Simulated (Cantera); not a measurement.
Input: 1 mol Si, 4.2 mol NF₃, 0.11 mol H₂, equilibrated at 1098.15 K and 0.0360 bar.

Equilibrium computed with Cantera from the NASA thermochemical tables; the gas is ideal and each condensed phase is pure. The numbers say what is thermodynamically allowed, not how fast it happens.

```
species    before    after
-------  --------  -------
F           0.507    0.468
N₂          0.209    0.204
F₂          0.163    0.139
HF         0.0219   0.0915
SiF₄       0.0994   0.0974
NF₃      0.000111  8.61e-5
```
Gas species are given as mole fractions.

### Question
Which change was made?
A. pressure from 0.0360 bar to 0.100 bar
B. H₂ from 0.11 to 0.18 mol
C. H₂ from 0.11 to 0.47 mol
D. temperature from 1098.15 K to 948 K

### Answer
C, H₂ from 0.11 to 0.47 mol
